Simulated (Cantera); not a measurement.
An adiabatic, constant-pressure homogeneous reactor starts with CH₄ : CO : O₂ : N₂ : H₂O = 1 : 0.15 : 1.09 : 4.11 : 0.16 (molar parts), equivalence ratio 1.9, at 1700 K and 60000 Pa. Integrator tolerance rtol = 1e-08.

Cantera simulation using GRI-Mech 3.0 (53 species, 325 reactions); the numbers are that mechanism's predictions, not measurements.

What does this change do: pressure from 60000 Pa to 88000 Pa?


```csv
quantity,before,after
time of steepest temperature rise,0.409 ms,0.299 ms
temperature at 0.700 s,2640 K,2659 K
equilibrium temperature,2640 K,2659 K
x(CH₄) at 0.700 s,1.18e-12 (gas-phase equilibrium 1.35e-12),2.40e-12 (gas-phase equilibrium 2.73e-12)
x(CO) at 0.700 s,0.130 (gas-phase equilibrium 0.130),0.130 (gas-phase equilibrium 0.130)
x(O₂) at 0.700 s,0.000291 (gas-phase equilibrium 0.000291),0.000236 (gas-phase equilibrium 0.000236)
x(HO₂) at 0.700 s,1.55e-7 (gas-phase equilibrium 1.55e-7),1.53e-7 (gas-phase equilibrium 1.53e-7)
x(N₂O) at 0.700 s,3.24e-8 (gas-phase equilibrium 3.24e-8),3.65e-8 (gas-phase equilibrium 3.65e-8)
x(HCN) at 0.700 s,3.64e-8 (gas-phase equilibrium 3.64e-8),5.36e-8 (gas-phase equilibrium 5.36e-8)
x(CH₃) at 0.700 s,3.36e-12 (gas-phase equilibrium 3.83e-12),6.04e-12 (gas-phase equilibrium 6.87e-12)
```

What does this change do: pressure from 60000 Pa to 101000 Pa?


| quantity | before | after |
|---|---|---|
| time of steepest temperature rise | 0.409 ms | 0.267 ms |
| temperature at 0.700 s | 2640 K | 2666 K |
| equilibrium temperature | 2640 K | 2666 K |
| x(CH₄) at 0.700 s | 1.18e-12 (gas-phase equilibrium 1.35e-12) | 3.12e-12 (gas-phase equilibrium 3.54e-12) |
| x(CO) at 0.700 s | 0.130 (gas-phase equilibrium 0.130) | 0.130 (gas-phase equilibrium 0.130) |
| x(O₂) at 0.700 s | 0.000291 (gas-phase equilibrium 0.000291) | 0.000218 (gas-phase equilibrium 0.000218) |
| x(HO₂) at 0.700 s | 1.55e-7 (gas-phase equilibrium 1.55e-7) | 1.51e-7 (gas-phase equilibrium 1.51e-7) |
| x(N₂O) at 0.700 s | 3.24e-8 (gas-phase equilibrium 3.24e-8) | 3.80e-8 (gas-phase equilibrium 3.80e-8) |
| x(HCN) at 0.700 s | 3.64e-8 (gas-phase equilibrium 3.64e-8) | 6.18e-8 (gas-phase equilibrium 6.18e-8) |
| x(CH₃) at 0.700 s | 3.36e-12 (gas-phase equilibrium 3.83e-12) | 7.49e-12 (gas-phase equilibrium 8.52e-12) |
